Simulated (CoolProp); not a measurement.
A single-stage vapour-compression cycle with C3F8 (R218): evaporating at 256.15 K (dew point), condensing at 323.15 K (bubble point), superheat 0 K, subcooling 8 K, compressor efficiency 0.7, no pressure losses. Each further row changes one setting.

Model: reference Helmholtz-energy equation of state, Lemmon 2006, in CoolProp. It is a short technical equation, of lower accuracy than the large ones.

| case | cooling COP | pressure ratio | discharge temperature (K) | refrigerating effect (kJ/kg) | volumetric capacity (kJ/m³) |
|---|---|---|---|---|---|
| as stated | 1.23 | 7.07 | 323.1 | 31.3 | 697 |
| evaporating temperature 261.15 K | 1.48 | 5.88 | 323.1 | 34.3 | 913 |
| condensing temperature 318.15 K | 1.54 | 6.28 | 318.2 | 37.5 | 834 |
| subcooling 13 K | 1.48 | 7.07 | 323.1 | 37.6 | 837 |
| superheat 10 K | 1.39 | 7.07 | 323.5 | 39.1 | 825 |
| compressor efficiency 0.6 | 1.06 | 7.07 | 323.1 | 31.3 | 697 |

The compression ends wet for: as stated; evaporating temperature 261.15 K; condensing temperature 318.15 K; subcooling 13 K; compressor efficiency 0.6.
